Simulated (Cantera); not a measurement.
Iron carbonyl, mercury and lead vapours: PbO + H₂ + O₂

Feed: 1 mol PbO, 0.058 mol H₂, 0.25 mol O₂, equilibrated at 2.30 bar.

Equilibrium computed with Cantera from the NASA thermochemical tables; the gas is ideal and each condensed phase is pure. Candidate condensed phases: H₂O, Pb, PbO, PbO₂, Pb₃O₄; 12 gas species. Gases not in the tables: (PbO)n polymers. Rates play no part.

From 975 K to 1125 K the condensed part is PbO(yellow). From 1175 K to 1475 K the condensed part is PbO(l).

```
T (K)   x O₂  x H₂O     x PbO      x OH      x Pb       x O  n PbO(yellow)  n PbO(l)
-----  -----  -----  --------  --------  --------  --------  -------------  --------
975    0.792  0.208   5.64e-8   1.14e-7    <1e-12  4.23e-11           1.00         0
1025   0.792  0.208   2.98e-7   3.02e-7  1.01e-11  1.94e-10           1.00         0
1075   0.792  0.208   1.34e-6   7.34e-7  9.00e-11  7.70e-10           1.00         0
1125   0.792  0.208   5.24e-6   1.65e-6  6.59e-10   2.71e-9          1.000         0
1175   0.792  0.208   1.75e-5   3.45e-6   3.91e-9   8.57e-9              0     1.000
1225   0.792  0.208   4.91e-5   6.81e-6   1.85e-8   2.47e-8              0     1.000
1275   0.792  0.208  0.000126   1.27e-5   7.73e-8   6.55e-8              0     1.000
1325   0.792  0.208  0.000300   2.28e-5   2.89e-7   1.62e-7              0     1.000
1375   0.792  0.208  0.000668   3.89e-5   9.74e-7   3.73e-7              0     1.000
1425   0.791  0.208   0.00140   6.41e-5   3.01e-6   8.14e-7              0     1.000
1475   0.790  0.207   0.00277  0.000102   8.58e-6   1.68e-6              0     0.999
```
x: gas mole fraction; n: condensed amount in mol.
